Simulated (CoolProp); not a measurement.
C2F6 (R116) along the isobar 3920 kPa: density (kg/m³) from the reference equation and from simpler models built on Tc = 19.9 °C, pc = 3048 kPa, ω = 0.257; each cubic takes its own stable root.

The numbers come from the reference Helmholtz-energy equation of state, Lemmon 2006 in CoolProp. It is a short technical equation, of lower accuracy than the large ones.

| T (°C) | phase | reference |
|---|---|---|
| -16.05 | liquid | 1314 |
| 7.95 | liquid | 1130 |
| 31.95 | supercritical | 586.7 |
| 55.95 | supercritical | 304.6 |
| 79.95 | supercritical | 243.0 |
| 103.85 | supercritical | 209.3 |
| 127.85 | supercritical | 186.5 |
| 151.85 | supercritical | 169.5 |

Task: How far does each simpler model (van der Waals, Redlich-Kwong, Soave-Redlich-Kwong) lie from the reference over these 8 states: mean and median of the absolute difference, and the worst?

Result: 
- van der Waals: mean 13.1 %, median 7.7 %, worst -33.5 % at -16.05 °C and 3920 kPa
- Redlich-Kwong: mean 6.0 %, median 4.7 %, worst -13.3 % at 7.95 °C and 3920 kPa
- Soave-Redlich-Kwong: mean 4.3 %, median 1.6 %, worst -11.1 % at 7.95 °C and 3920 kPa
